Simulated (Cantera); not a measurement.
Feed: 1 mol Si2H6, 1.7 mol H2O, 140 mol N2, at 1525 K.

Method: chemical equilibrium by Gibbs-energy minimisation in Cantera with the NASA 1993 tables (ideal gas, pure condensed phases). Candidate condensed phases: H2O, Si, SiO2, Si2N2O, Si3N4; 35 gas species. The feed counts by its element totals alone. Mutual solubility and eutectic melting of coexisting phases are not modelled. The tables hold silica as quartz up to 1696 K and as liquid above; real silica turns to tridymite and cristobalite and melts near 1996 K. Rates play no part.

**Question.** What share of the Si ends up in condensed phases as a function of P (Pa), at 5, 26, 140, 710, 3700, 19000, 100000?

**Answer.** 
| P (Pa) | Si condensed (%) | as |
|---|---|---|
| 5 | 12.1 | Si(s) |
| 26 | 29.8 | Si2N2O(s) |
| 140 | 30.0 | Si2N2O(s) |
| 710 | 77.0 | SiO2(β-quartz) + Si2N2O(s) |
| 3700 | 97.5 | SiO2(β-quartz) + Si2N2O(s) |
| 19000 | 99.7 | SiO2(β-quartz) + Si2N2O(s) |
| 100000 | 100.0 | SiO2(β-quartz) + Si2N2O(s) |
